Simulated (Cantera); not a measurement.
Mixture: CO : H2 : CH4 : O2 : N2 = 1 : 0.65 : 0.041 : 1.74 : 6.56 (molar parts), at 1.01 bar, adiabatic and at constant volume. Ignition delay is the time to a rise of 400 K.

Cantera simulation using GRI-Mech 3.0 (53 species, 325 reactions); the numbers are that mechanism's predictions, not measurements. Where the delays flatten at high temperature, the 400 K rule measures the pace of heat release, not the induction time.

Question: Predict: delay at 1150 K; delay at 1250 K; delay at 1350 K; delay at 1450 K; delay at 1550 K; delay at 1650 K; delay at 1750 K.

Answer: 
| Quantity | Result |
|---|---|
| delay at 1150 K | 99.0 µs |
| delay at 1250 K | 61.0 µs |
| delay at 1350 K | 44.7 µs |
| delay at 1450 K | 36.9 µs |
| delay at 1550 K | 33.4 µs |
| delay at 1650 K | 32.5 µs |
| delay at 1750 K | 33.7 µs |
